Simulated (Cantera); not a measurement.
An isothermal, constant-pressure homogeneous reactor starts with CH₄ : H₂ : H = 0.013 : 1 : 0.039 (molar parts), at 1498 K and 0.0240 bar.

Cantera simulation using GRI-Mech 3.0 (53 species, 325 reactions); the numbers are that mechanism's predictions, not measurements. GRI-Mech 3.0 stops at C3 and has no aromatics, soot or wall deposition, so with more carbon than oxygen in the feed, carbon stays in small species such as C2H2 where larger ones or solid carbon would form. Radical loss at walls, strong at low pressure, is not modelled.

**Question.** Predict: x(CH₄) at 4.00 s; x(H₂) at 4.00 s; x(H) at 4.00 s; x(CH₃) at 4.00 s; x(C₂H₆) at 4.00 s.

**Answer.** 
| Property | Value |
|---|---|
| x(CH₄) at 4.00 s | 0.00684 (gas-phase equilibrium 0.00151) |
| x(H₂) at 4.00 s | 0.990 (gas-phase equilibrium 0.993) |
| x(H) at 4.00 s | 0.000106 (gas-phase equilibrium 0.000111) |
| x(CH₃) at 4.00 s | 1.48e-5 (gas-phase equilibrium 3.43e-6) |
| x(C₂H₆) at 4.00 s | 7.06e-8 (gas-phase equilibrium 7.77e-9) |
